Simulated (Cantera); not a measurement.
Feed: 1 mol SiCl4, 0.22 mol C3H8, 430 mol H2, at 0.110 bar.

Points: T (K) = 1150, 1250, 1350, 1450, 1550, 1650, 1750, 1850, 1950.

Cantera's Mixture.equilibrate('TP', solver="vcs", rtol=1e-11, max_steps=5000) on the NASA tables stopped like this:

```
i(cr) 0.235  SiC(b) 0.6591
T = 1550 K  P = 11000 Pa  gas = 432.9 mol
   x: H2 9.909e-01  HCL 8.721e-03  SiCL2 2.558e-04
   condensed (mol): Si(cr) 0.2273  SiC(b) 0.6592
T = 1650 K  P = 11000 Pa  gas = 432.9 mol
   x: H2 9.907e-01  HCL 8.690e-03  H 2.726e-04  SiCL2 2.710e-04
   condensed (mol): Si(cr) 0.2166  SiC(b) 0.6592
T = 1750 K  P = 11000 Pa  gas = 433 mol
   x: H2 9.903e-01  HCL 8.716e-03  H 6.978e-04  SiCL2 2.549e-04
   condensed (mol): Si(L) 0.2105  SiC(b) 0.6591
T = 1850 K  P = 11000 Pa  gas = 433.3 mol
   x: H2 9.893e-01  HCL 8.761e-03  H 1.616e-03  SiCL2 2.241e-04
   condensed (mol): Si(L) 0.1863  SiC(b) 0.6585
ERROR: FAILURE its = 5001!

*******************************************************************************
CanteraError thrown by MultiPhase::equilibrate:
VCS solver failed. Return code: -1
*******************************************************************************
```

Q: What got this run through?

A: Several could match; the one computed here: The failure is numerical, not chemical. The same input converged with solver="gibbs", rtol=1e-10, max_steps=50000, and the result passed a check of the equilibrium conditions:
```
T = 1150 K  P = 11000 Pa  gas = 432.8 mol
   x: H2 9.912e-01  HCL 8.451e-03  SiCL2 1.585e-04
   condensed (mol): Si(cr) 0.2051  SiC(b) 0.6587
T = 1250 K  P = 11000 Pa  gas = 432.9 mol
   x: H2 9.910e-01  HCL 8.748e-03  SiCL2 1.943e-04
   condensed (mol): Si(cr) 0.241  SiC(b) 0.6588
T = 1350 K  P = 11000 Pa  gas = 432.9 mol
   x: H2 9.910e-01  HCL 8.771e-03  SiCL2 2.183e-04
   condensed (mol): Si(cr) 0.2411  SiC(b) 0.659
T = 1450 K  P = 11000 Pa  gas = 432.9 mol
   x: H2 9.910e-01  HCL 8.750e-03  SiCL2 2.383e-04
   condensed (mol): Si(cr) 0.235  SiC(b) 0.6591
T = 1550 K  P = 11000 Pa  gas = 432.9 mol
   x: H2 9.909e-01  HCL 8.721e-03  SiCL2 2.558e-04
   condensed (mol): Si(cr) 0.2273  SiC(b) 0.6592
T = 1650 K  P = 11000 Pa  gas = 432.9 mol
   x: H2 9.907e-01  HCL 8.690e-03  H 2.726e-04  SiCL2 2.710e-04
   condensed (mol): Si(cr) 0.2166  SiC(b) 0.6592
T = 1750 K  P = 11000 Pa  gas = 433 mol
   x: H2 9.903e-01  HCL 8.716e-03  H 6.978e-04  SiCL2 2.549e-04
   condensed (mol): Si(L) 0.2105  SiC(b) 0.6591
T = 1850 K  P = 11000 Pa  gas = 433.3 mol
   x: H2 9.893e-01  HCL 8.761e-03  H 1.616e-03  SiCL2 2.241e-04
   condensed (mol): Si(L) 0.1863  SiC(b) 0.6585
T = 1950 K  P = 11000 Pa  gas = 433.7 mol
   x: H2 9.872e-01  HCL 8.778e-03  H 3.434e-03  Si 2.165e-04  SiCL2 1.984e-04
   condensed (mol): Si(L) 0.08943  SiC(b) 0.6559
```

The gas is ideal and each condensed phase is pure. Mutual solubility and eutectic melting of coexisting phases are not modelled. The tables' values for SiCl, SiCl3 are old estimates; treat these amounts as uncertain. Gases not in the tables: Si2H6 and higher silanes.
